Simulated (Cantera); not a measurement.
## Adiabatic ignition

An adiabatic, constant-pressure homogeneous reactor starts with 9.16 % CH₃OH, 18.3 % O₂, 72.5 % N₂, equivalence ratio 0.75, at 1225 K and 8.70 bar.

Computed with Cantera and GRI-Mech 3.0 (53 species, 325 reactions). GRI-Mech 3.0 was tuned for natural gas; its chemistry of methanol as a main component is partial and can be far from experiment.

```json
[
 {"t (s)": "2.00e-6", "T (K)": "1225", "x CH₃OH": "0.0916", "x O₂": "0.183", "x H": "3.76e-10", "x NO₂": "<1e-12", "x O": "4.94e-11", "x CH₂O": "1.10e-7", "x N₂O": "<1e-12"},
 {"t (s)": "4.68e-6", "T (K)": "1225", "x CH₃OH": "0.0916", "x O₂": "0.183", "x H": "3.90e-10", "x NO₂": "<1e-12", "x O": "5.09e-11", "x CH₂O": "2.77e-7", "x N₂O": "<1e-12"},
 {"t (s)": "1.10e-5", "T (K)": "1225", "x CH₃OH": "0.0916", "x O₂": "0.183", "x H": "4.06e-10", "x NO₂": "<1e-12", "x O": "5.25e-11", "x CH₂O": "7.03e-7", "x N₂O": "<1e-12"},
 {"t (s)": "2.57e-5", "T (K)": "1225", "x CH₃OH": "0.0916", "x O₂": "0.183", "x H": "4.23e-10", "x NO₂": "<1e-12", "x O": "5.37e-11", "x CH₂O": "1.75e-6", "x N₂O": "1.78e-12"},
 {"t (s)": "6.02e-5", "T (K)": "1225", "x CH₃OH": "0.0916", "x O₂": "0.183", "x H": "4.68e-10", "x NO₂": "<1e-12", "x O": "5.64e-11", "x CH₂O": "4.33e-6", "x N₂O": "1.00e-11"},
 {"t (s)": "0.000141", "T (K)": "1225", "x CH₃OH": "0.0916", "x O₂": "0.183", "x H": "6.55e-10", "x NO₂": "<1e-12", "x O": "6.79e-11", "x CH₂O": "1.18e-5", "x N₂O": "5.50e-11"},
 {"t (s)": "0.000330", "T (K)": "1225", "x CH₃OH": "0.0915", "x O₂": "0.183", "x H": "1.61e-9", "x NO₂": "<1e-12", "x O": "1.27e-10", "x CH₂O": "4.78e-5", "x N₂O": "2.97e-10"},
 {"t (s)": "0.000773", "T (K)": "1226", "x CH₃OH": "0.0909", "x O₂": "0.183", "x H": "1.64e-8", "x NO₂": "<1e-12", "x O": "1.05e-9", "x CH₂O": "0.000562", "x N₂O": "1.95e-9"},
 {"t (s)": "0.00181", "T (K)": "2569", "x CH₃OH": "<1e-12", "x O₂": "0.0439", "x H": "0.000546", "x NO₂": "2.69e-6", "x O": "0.00144", "x CH₂O": "5.34e-11", "x N₂O": "1.53e-6"},
 {"t (s)": "0.00424", "T (K)": "2560", "x CH₃OH": "<1e-12", "x O₂": "0.0413", "x H": "0.000524", "x NO₂": "8.43e-6", "x O": "0.00134", "x CH₂O": "5.23e-11", "x N₂O": "1.55e-6"},
 {"t (s)": "0.00993", "T (K)": "2556", "x CH₃OH": "<1e-12", "x O₂": "0.0402", "x H": "0.000515", "x NO₂": "1.10e-5", "x O": "0.00130", "x CH₂O": "5.18e-11", "x N₂O": "1.57e-6"},
 {"t (s)": "0.0233", "T (K)": "2556", "x CH₃OH": "<1e-12", "x O₂": "0.0401", "x H": "0.000514", "x NO₂": "1.12e-5", "x O": "0.00130", "x CH₂O": "5.18e-11", "x N₂O": "1.58e-6"},
 {"t (s)": "0.0545", "T (K)": "2556", "x CH₃OH": "<1e-12", "x O₂": "0.0401", "x H": "0.000514", "x NO₂": "1.12e-5", "x O": "0.00130", "x CH₂O": "5.18e-11", "x N₂O": "1.58e-6"},
 {"t (s)": "0.128", "T (K)": "2556", "x CH₃OH": "<1e-12", "x O₂": "0.0401", "x H": "0.000514", "x NO₂": "1.12e-5", "x O": "0.00130", "x CH₂O": "5.18e-11", "x N₂O": "1.58e-6"},
 {"t (s)": "0.299", "T (K)": "2556", "x CH₃OH": "<1e-12", "x O₂": "0.0401", "x H": "0.000514", "x NO₂": "1.12e-5", "x O": "0.00130", "x CH₂O": "5.18e-11", "x N₂O": "1.58e-6"},
 {"t (s)": "0.700", "T (K)": "2556", "x CH₃OH": "<1e-12", "x O₂": "0.0401", "x H": "0.000514", "x NO₂": "1.12e-5", "x O": "0.00130", "x CH₂O": "5.18e-11", "x N₂O": "1.58e-6"}
]
```
x: mole fraction; the columns are a selection and need not sum to one.

| Item | Value |
|---|---|
| time of steepest temperature rise | 1.18 ms |
| temperature at 0.700 s | 2556 K |
| equilibrium temperature | 2556 K |
| x(CH₃OH) at 0.700 s | <1e-12 (gas-phase equilibrium <1e-12) |
| x(O₂) at 0.700 s | 0.0401 (gas-phase equilibrium 0.0401) |
| x(H) at 0.700 s | 0.000514 (gas-phase equilibrium 0.000514) |
